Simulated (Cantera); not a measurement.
Input: 1 mol FeS, 1.6 mol SO₃, 0.87 mol N₂, 2.2 mol SO₂, equilibrated at 360 Torr.

Equilibrium computed with Cantera from the NASA thermochemical tables; the gas is ideal and each condensed phase is pure. Candidate condensed phases: Fe, FeO, FeS, FeSO₄, FeS₂, Fe₂O₃, Fe₂(SO₄)₃, Fe₃O₄, S; 19 gas species. Mutual solubility and eutectic melting of coexisting phases are not modelled. The tables' stoichiometric FeO is somewhat more stable than real wüstite, so its field is too wide. FeO, FeS: taken at fixed stoichiometry. Gases not in the tables: S₃ to S₇. Kinetics and transport are ignored.

Problem. Which condensed phases are stable at each of these points (T (K)): 825, 925, 1025, 1125, 1225, 1325, 1425?

Solution. 
```tsv
T (K)	condensed phases	Fe condensed (%)
825	FeS₂(s) + Fe₃O₄(s)	100.0
925	FeS(s) + Fe₃O₄(s)	100.0
1025	FeS(s) + Fe₃O₄(s)	100.0
1125	FeS(s) + Fe₃O₄(s)	100.0
1225	FeS(s) + Fe₃O₄(s)	100.0
1325	FeS(s) + Fe₃O₄(s)	100.0
1425	FeO(s)	100.0
```

At 825 K the condensed part is FeS₂(s) + Fe₃O₄(s). From 925 K to 1325 K the condensed part is FeS(s) + Fe₃O₄(s). At 1425 K the condensed part is FeO(s).
